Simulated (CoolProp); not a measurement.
Vapour-liquid equilibrium of R125 (1) + ethanol (2) at 181 kPa; x and y are mole fractions of (1).

Model: multi-fluid Helmholtz-energy mixture model, Lemmon 2005 and Schroeder 2014; pair parameters Bell 2016, in CoolProp.

| x | bubble temperature (°C) | y at the bubble point | dew temperature at overall composition x (°C) | liquid density (mol/L) |
|---|---|---|---|---|
| 0.05 | 24.2 | 0.958 | 92.4 | 16.75 |
| 0.125 | -5.0 | 0.994 | 90.1 | 16.85 |
| 0.2 | -15.4 | 0.997 | 87.6 | 16.62 |
| 0.275 | -20.9 | 0.998 | 84.9 | 16.29 |
| 0.35 | -24.3 | 0.999 | 82.0 | 15.93 |
| 0.425 | -26.5 | 0.999 | 78.8 | 15.55 |
| 0.5 | -28.0 | 0.999 | 75.3 | 15.16 |
| 0.575 | -29.1 | 0.999 | 71.3 | 14.75 |
| 0.65 | -30.1 | 0.999 | 66.6 | 14.33 |
| 0.725 | -30.9 | 1.000 | 61.0 | 13.90 |
| 0.8 | -31.9 | 1.000 | 54.0 | 13.46 |
| 0.875 | -33.0 | 1.000 | 44.2 | 13.01 |
| 0.95 | -34.4 | 1.000 | 27.0 | 12.54 |

No azeotrope shows between x = 0.05 and 0.95.

The pair parameters rest on a limited set of measurements; away from them the model extrapolates. With so large a gap from Raoult's law the liquid may split in two, which this calculation doesn't test in full.
